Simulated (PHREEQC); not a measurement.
Ca(OH)2 is added in steps, without added water, to 1 kg of water holding 28 mmol/kgw KHSO4 and 0.11 mmol/kgw LiOH, at 57 °C. O2 is buffered at 0.21 atm. The system is closed to CO2. Only these solids could form: Gypsum, Portlandite.

Base run: PHREEQC, ion-association model, wateq4f.dat. Each further column changes one thing. The table gives CaSO4 (mol/kgw).

```
Ca(OH)2 added (mol)      base  database phreeqc.dat  Debye-Hückel limiting law  Davies equation for every ion  all activity coefficients set to 1
-------------------  --------  --------------------  -------------------------  -----------------------------  ----------------------------------
0                           0                     0                          0                              0                                   0
0.0015               0.000546              0.000490                   0.000371                       0.000531                            0.000976
0.002625             0.000976              0.000877                   0.000654                       0.000948                                 ___
0.004125              0.00158               0.00142                        ___                        0.00153                                 ___
0.005625              0.00221               0.00199                    0.00143                        0.00214                             0.00391
0.00675               0.00271               0.00245                    0.00172                        0.00262                             0.00477
0.00825               0.00340               0.00308                        ___                        0.00329                             0.00595
0.009375              0.00394               0.00357                    0.00241                        0.00381                             0.00595
0.01087               0.00469               0.00426                    0.00281                        0.00452                             0.00595
0.01238               0.00546               0.00495                    0.00321                        0.00527                             0.00595
0.0135                0.00586               0.00496                        ___                        0.00586                             0.00595
0.015                 0.00586               0.00496                    0.00375                        0.00586                             0.00595
```

What belongs in the gaps?


- 0.002625, all activity coefficients set to 1: 0.00174
- 0.004125, Debye-Hückel limiting law: 0.00104
- 0.004125, all activity coefficients set to 1: 0.00280
- 0.00825, Debye-Hückel limiting law: 0.00212
- 0.0135, Debye-Hückel limiting law: 0.00350

Constants without temperature data keep their 25 °C values here. phreeqc.dat and wateq4f.dat share most of their constants, so their agreement is no independent check. Solids allowed in the column 'database phreeqc.dat': Gypsum.
